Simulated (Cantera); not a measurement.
Feed: 1 mol Al(CH₃)₃, 42 mol N₂O, 59 mol H₂, equilibrated at 0.00260 bar.

These are equilibrium values from Cantera (NASA tables, ideal gas, pure condensed phases), not measurements of a reactor. Candidate condensed phases: Al, AlN, Al₂O₃, C, C₆H₆, C₇H₈, C₈H₁₈, H₂O; 148 gas species. The feed counts by its element totals alone. Equilibrium is a limit: real reactors are often held back by kinetics, nucleation or transport.

**Question.** At 1898 K, list the 7 most abundant gas species with their mole fractions, and the condensed phases.

**Answer.** N₂ 0.385, H₂O 0.336, H₂ 0.242, CO 0.0207, H 0.00754, CO₂ 0.00684, OH 0.000857. Condensed: Al₂O₃(s).
